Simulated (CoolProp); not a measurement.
Properties of cyclopentane along the isobar 6.87 MPa (Tc = 511.7 K, pc = 4.583 MPa, ω = 0.202).

Values from CoolProp's reference Helmholtz-energy equation of state, Gedanitz 2015.

```tsv
T (K)	phase	speed of sound (m/s)	Joule-Thomson coefficient (K/MPa)
443.1	liquid	608.8	0.03654
451.3	liquid	574.5	0.09586
459.6	liquid	539.4	0.1668
467.8	liquid	504.2	0.2513
476	liquid	468.4	0.3558
484.2	liquid	431.6	0.4891
492.4	liquid	393.7	0.6653
500.7	liquid	353.8	0.9130
508.9	liquid	312.5	1.273
517.1	supercritical	269.1	1.844
525.3	supercritical	224.3	2.826
533.6	supercritical	182.0	4.593
541.8	supercritical	156.6	6.867
550	supercritical	153.3	8.061
```
